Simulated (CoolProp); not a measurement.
Vapour-liquid equilibrium of R125 (1) + dimethyl ether (2) at 6.74 bar; x and y are mole fractions of (1).

Computed with CoolProp (multi-fluid Helmholtz-energy mixture model, Lemmon 2005 and Wu 2011; pair parameters Bell 2016).

| x | bubble temperature (K) | y at the bubble point | dew temperature at overall composition x (K) | liquid density (mol/L) |
|---|---|---|---|---|
| 0.05 | 302.0 | 0.069 | 302.2 | 14.01 |
| 0.15 | 300.2 | 0.206 | 301.0 | 13.66 |
| 0.25 | 298.1 | 0.342 | 299.5 | 13.33 |
| 0.35 | 295.6 | 0.475 | 297.9 | 13.01 |
| 0.45 | 292.7 | 0.600 | 296.1 | 12.70 |
| 0.55 | 289.4 | 0.714 | 293.9 | 12.41 |
| 0.65 | 285.8 | 0.811 | 291.3 | 12.12 |
| 0.75 | 282.0 | 0.890 | 288.2 | 11.83 |
| 0.85 | 278.3 | 0.947 | 284.1 | 11.52 |
| 0.95 | 274.9 | 0.986 | 278.1 | 11.18 |

No azeotrope shows between x = 0.05 and 0.95.

Pair parameters are fitted to limited data, so mixtures are less certain than the pure fluids.
